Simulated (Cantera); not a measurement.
Cantera run:

```python
import numpy as np
import cantera as ct

gas_names = """
    H H2 Si SiH SiH2 SiH3 SiH4 Si2 Si3
""".split()
cond_names = """
    Si(cr) Si(L)
""".split()


# ... load() reads the species with a 1 bar reference pressure and builds the phases ...
atoms = {
    'SiH4': {'Si': 1, 'H': 4},
    'H2': {'H': 2},
}
top_T = {}  # K; cautious upper limits of use, not melting points


# ... equilibrate(T, P, feed) seeds the gas with the atoms and calls Mixture.equilibrate('TP', solver="vcs", rtol=1e-11, max_steps=5000) ...
results = []
P = 1333.22  # Pa
for T in [1625, 1725, 1825, 1925, 2025, 2125, 2225, 2325, 2425, 2525]:
    for m in [1.1, 1.9, 2.6, 3.4, 4.2, 5, 5.7, 6.5, 7.3, 8.1, 8.8, 9.6]:
        feed = {'SiH4': 1, 'H2': m}  # mol
        mix = equilibrate(T, P, feed)
        results.append((T, P, feed, dict(zip(mix.species_names, mix.species_moles))))

for T, P, feed, n in results:
    print(f"{T:7g} {feed['H2']:10.4g}  " + (" + ".join(c for c in cond_names if n.get(c, 0) > 1e-12) or "gas only"))
```

Output:

```
   1625        1.1  Si(cr)
   1625        1.9  Si(cr)
   1625        2.6  Si(cr)
   1625        3.4  Si(cr)
   1625        4.2  Si(cr)
   1625          5  Si(cr)
   1625        5.7  Si(cr)
   1625        6.5  Si(cr)
   1625        7.3  Si(cr)
   1625        8.1  Si(cr)
   1625        8.8  Si(cr)
   1625        9.6  Si(cr)
   1725        1.1  Si(L)
   1725        1.9  Si(L)
   1725        2.6  Si(L)
   1725        3.4  Si(L)
   1725        4.2  Si(L)
   1725          5  Si(L)
   1725        5.7  Si(L)
   1725        6.5  Si(L)
   1725        7.3  Si(L)
   1725        8.1  Si(L)
   1725        8.8  Si(L)
   1725        9.6  Si(L)
   1825        1.1  Si(L)
   1825        1.9  Si(L)
   1825        2.6  Si(L)
   1825        3.4  Si(L)
   1825        4.2  Si(L)
   1825          5  Si(L)
   1825        5.7  Si(L)
   1825        6.5  Si(L)
   1825        7.3  Si(L)
   1825        8.1  Si(L)
   1825        8.8  Si(L)
   1825        9.6  Si(L)
   1925        1.1  Si(L)
   1925        1.9  Si(L)
   1925        2.6  Si(L)
   1925        3.4  Si(L)
   1925        4.2  Si(L)
   1925          5  Si(L)
   1925        5.7  Si(L)
   1925        6.5  Si(L)
   1925        7.3  Si(L)
   1925        8.1  Si(L)
   1925        8.8  Si(L)
   1925        9.6  Si(L)
   2025        1.1  Si(L)
   2025        1.9  Si(L)
   2025        2.6  Si(L)
   2025        3.4  Si(L)
   2025        4.2  Si(L)
   2025          5  Si(L)
   2025        5.7  Si(L)
   2025        6.5  Si(L)
   2025        7.3  Si(L)
   2025        8.1  Si(L)
   2025        8.8  Si(L)
   2025        9.6  Si(L)
   2125        1.1  Si(L)
   2125        1.9  Si(L)
   2125        2.6  Si(L)
   2125        3.4  Si(L)
   2125        4.2  Si(L)
   2125          5  Si(L)
   2125        5.7  Si(L)
   2125        6.5  Si(L)
   2125        7.3  Si(L)
   2125        8.1  Si(L)
   2125        8.8  Si(L)
   2125        9.6  Si(L)
   2225        1.1  Si(L)
   2225        1.9  Si(L)
   2225        2.6  Si(L)
   2225        3.4  Si(L)
   2225        4.2  Si(L)
   2225          5  Si(L)
   2225        5.7  Si(L)
   2225        6.5  Si(L)
   2225        7.3  Si(L)
   2225        8.1  Si(L)
   2225        8.8  Si(L)
   2225        9.6  Si(L)
   2325        1.1  Si(L)
   2325        1.9  Si(L)
   2325        2.6  Si(L)
   2325        3.4  Si(L)
   2325        4.2  Si(L)
   2325          5  Si(L)
   2325        5.7  Si(L)
   2325        6.5  Si(L)
   2325        7.3  gas only
   2325        8.1  gas only
   2325        8.8  gas only
   2325        9.6  gas only
   2425        1.1  Si(L)
   2425        1.9  gas only
   2425        2.6  gas only
   2425        3.4  gas only
   2425        4.2  gas only
   2425          5  gas only
   2425        5.7  gas only
   2425        6.5  gas only
   2425        7.3  gas only
   2425        8.1  gas only
   2425        8.8  gas only
   2425        9.6  gas only
   2525        1.1  gas only
   2525        1.9  gas only
   2525        2.6  gas only
   2525        3.4  gas only
   2525        4.2  gas only
   2525          5  gas only
   2525        5.7  gas only
   2525        6.5  gas only
   2525        7.3  gas only
   2525        8.1  gas only
   2525        8.8  gas only
   2525        9.6  gas only
```

Cantera equilibrium calculation (NASA polynomials, part measured and part estimated; ideal gas, pure solids and liquids).
